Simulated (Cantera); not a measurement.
Cantera with NASA thermochemical tables; ideal gases at 1 bar, condensed phases pure. Values are per mole of reaction as written; species without (g) are pure solids or liquids, kept so even where they would boil at 1 bar.

a) 1.333 B + O₂(g) → 0.6667 B₂O₃(g)
b) 2 C + O₂(g) → 2 CO(g)
c) 1.333 Ti + O₂(g) → 0.6667 Ti₂O₃
d) 2 Pb + O₂(g) → 2 PbO(g)

Question: Order these by ΔG° at 875 K, most negative first.

Answer: c (-849 kJ), a (-536 kJ), b (-378 kJ), d (25 kJ)
